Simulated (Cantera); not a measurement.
An isothermal, constant-pressure homogeneous reactor starts with H₂ : O₂ = 0.14 : 1 (molar parts), equivalence ratio 0.070, at 1175 K and 1330 Pa.

Cantera simulation using GRI-Mech 3.0 (53 species, 325 reactions); the numbers are that mechanism's predictions, not measurements. Radical loss at walls, strong at low pressure, is not modelled. The temperature is held fixed by assumption; the heat of reaction is taken as removed at once.

x: mole fraction; the columns are a selection and need not sum to one.

```json
[
 {"t (s)": "3.00e-5", "x H₂": "0.123", "x O₂": "0.877", "x OH": "3.53e-10", "x HO₂": "1.83e-9", "x H₂O₂": "<1e-12", "x O": "4.16e-10"},
 {"t (s)": "0.000103", "x H₂": "0.123", "x O₂": "0.877", "x OH": "2.77e-9", "x HO₂": "6.30e-9", "x H₂O₂": "2.57e-12", "x O": "4.07e-9"},
 {"t (s)": "0.000353", "x H₂": "0.123", "x O₂": "0.877", "x OH": "[?]", "x HO₂": "[?]", "x H₂O₂": "3.04e-11", "x O": "[?]"},
 {"t (s)": "0.00121", "x H₂": "0.120", "x O₂": "0.876", "x OH": "0.000545", "x HO₂": "2.78e-6", "x H₂O₂": "5.17e-9", "x O": "0.000921"},
 {"t (s)": "0.00416", "x H₂": "0.00372", "x O₂": "0.807", "x OH": "0.00619", "x HO₂": "6.98e-6", "x H₂O₂": "1.91e-7", "x O": "0.0517"},
 {"t (s)": "0.0143", "x H₂": "[?]", "x O₂": "0.836", "x OH": "[?]", "x HO₂": "6.89e-6", "x H₂O₂": "2.28e-7", "x O": "[?]"},
 {"t (s)": "0.0490", "x H₂": "0.000457", "x O₂": "0.863", "x OH": "0.00220", "x HO₂": "4.58e-6", "x H₂O₂": "2.17e-7", "x O": "0.00559"},
 {"t (s)": "0.168", "x H₂": "4.18e-5", "x O₂": "0.868", "x OH": "0.000667", "x HO₂": "1.24e-6", "x H₂O₂": "1.01e-7", "x O": "0.000512"},
 {"t (s)": "0.577", "x H₂": "4.40e-6", "x O₂": "0.869", "x OH": "0.000220", "x HO₂": "2.11e-7", "x H₂O₂": "3.18e-8", "x O": "5.50e-5"},
 {"t (s)": "1.98", "x H₂": "6.87e-7", "x O₂": "0.869", "x OH": "8.76e-5", "x HO₂": "4.08e-8", "x H₂O₂": "9.40e-9", "x O": "8.74e-6"},
 {"t (s)": "6.79", "x H₂": "1.42e-7", "x O₂": "0.869", "x OH": "4.00e-5", "x HO₂": "1.17e-8", "x H₂O₂": "2.77e-9", "x O": "1.83e-6"},
 {"t (s)": "23.3", "x H₂": "3.51e-8", "x O₂": "0.869", "x OH": "2.00e-5", "x HO₂": "7.93e-9", "x H₂O₂": "8.43e-10", "x O": "4.56e-7"},
 {"t (s)": "80.0", "x H₂": "1.20e-8", "x O₂": "0.869", "x OH": "1.17e-5", "x HO₂": "1.03e-8", "x H₂O₂": "3.35e-10", "x O": "1.56e-7"}
]
```

Question: Fill in the missing entries.

Answer: 
- 0.000353, x OH: 6.21e-8
- 0.000353, x HO₂: 2.21e-8
- 0.000353, x O: 1.03e-7
- 0.0143, x H₂: 0.00219
- 0.0143, x OH: 0.00480
- 0.0143, x O: 0.0281
